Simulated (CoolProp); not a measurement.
Vapour-liquid equilibrium of R114 (1) + benzene (2) at 322.6 K; x and y are mole fractions of (1).

Values from CoolProp's multi-fluid Helmholtz-energy mixture model, Platzer 1990 and Thol 2012; pair parameters Bell 2016. This equation is an older, rougher fit; its heat capacities, sound speeds and derivatives of the liquid may be far off and weren't checked against measurements.

### Question
Give the bubble pressure and the first vapour's composition at x = 0.05, 0.45, 0.55. Is there an azeotrope?

### Answer
x = 0.05: 91.52 kPa, y = 0.623; x = 0.45: 287.3 kPa, y = 0.905; x = 0.55: 311.7 kPa, y = 0.919. No azeotrope shows between x = 0.05 and 0.95.

Pair parameters are fitted to limited data, so mixtures are less certain than the pure fluids. With so large a gap from Raoult's law the liquid may split in two, which this calculation doesn't test in full.
